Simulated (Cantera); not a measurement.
A closed system holds: 1 mol Al(CH3)3, a varied amount of O2, 140 mol N2, equilibrated at 452 °C and 41.0 Pa.

Method: chemical equilibrium by Gibbs-energy minimisation in Cantera with the NASA 1993 tables (ideal gas, pure condensed phases). Candidate condensed phases: Al, AlN, Al2O3, C, C6H6, C7H8, C8H18, H2O; 148 gas species. The feed counts by its element totals alone. The numbers say what is thermodynamically allowed, not how fast it happens.

At 6.7 mol O2, list the 4 most abundant gas species with their mole fractions, and the condensed phases.

N2 0.945, H2O 0.0304, CO2 0.0202, O2 0.00472. Condensed: Al2O3(s).
